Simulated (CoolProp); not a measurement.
Vapour-liquid equilibrium of R134a (1) + R141b (2) at 220.4 K; x and y are mole fractions of (1).

Computed with CoolProp (multi-fluid Helmholtz-energy mixture model, Tillner-Roth 1994 and Lemmon 2006; pair parameters Bell 2016).

| x | bubble pressure (MPa) | y at the bubble point | dew pressure at overall composition x (MPa) | liquid density (mol/L) |
|---|---|---|---|---|
| 0.05 | 0.003663 | 0.673 | 0.001320 | 11.88 |
| 0.2 | 0.009790 | 0.894 | 0.001561 | 12.19 |
| 0.35 | 0.01421 | 0.937 | 0.001908 | 12.53 |
| 0.5 | 0.01727 | 0.956 | 0.002454 | 12.88 |
| 0.65 | 0.01951 | 0.967 | 0.003437 | 13.25 |
| 0.8 | 0.02157 | 0.978 | 0.005725 | 13.65 |
| 0.95 | 0.02402 | 0.993 | 0.01625 | 14.09 |

No azeotrope shows between x = 0.05 and 0.95.

Pair parameters are fitted to limited data, so mixtures are less certain than the pure fluids. With so large a gap from Raoult's law the liquid may split in two, which this calculation doesn't test in full.
